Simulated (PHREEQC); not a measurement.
# Geothermal or formation water: an equilibrium model

Model water analysis in mg/L, 80 °C, pH 7.87, pe 0.6:

| constituent | mg/L |
|---|---|
| Na | 1770 |
| K | 797 |
| Ca | 40 |
| Mg | 170 |
| Cl | 3550 |
| S(6) as SO4 | 357 |
| Alkalinity as HCO3 | 20.9 |
| Li | 0.104 |
| F | 1.52 |
| Zn | 2.26 |

Cl is adjusted to close the charge balance.
Valence states are taken as typed.

Computed with PHREEQC (ion-association model, phreeqc.dat).

Precipitation was switched off in this run.

**Question.** Predict the specific conductance, density.

**Answer.** specific conductance 29000 µS/cm; density 0.977 g/cm³.

**Question.** In which forms is Zn present?

**Answer.** ZnOH+ 37 %, Zn+2 32 %, ZnCl+ 22 %, ZnSO4 2.2 %, ZnOHCl 1.9 %, ZnCO3 1.7 % of the Zn.

At this temperature some constants are extrapolated from 25 °C, and those without enthalpy data are left unchanged.
